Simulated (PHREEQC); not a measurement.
## Polishing slurry liquid: an equilibrium model

Consider water at 45 °C with 0.0019 mol/kgw H2SO4, 0.00036 mol/kgw Fe(NO3)3 and 0.25 mol/kgw CuSO4. It is in equilibrium with CO2 at log p = 0 (atm). Otherwise closed; pH follows from the charge balance.

Model: ion-association model, wateq4f.dat, run in PHREEQC.

This is a speciation only: nothing precipitates in the calculation.

**Question.** Predict the pH, activity of water.

**Answer.** pH 3.20; activity of water 0.993.

**Question.** In which forms is Cu present?

**Answer.** CuSO4 54 %, Cu+2 46 % of the Cu.

Saturation is exceeded, for instance for Hematite (slow to form), Goethite (slow to form); the values hold only as long as no solid forms. Complexes and solids missing from the database can't appear. Away from 25 °C the constants follow the database's enthalpies or fits; those with neither stay at their 25 °C values.
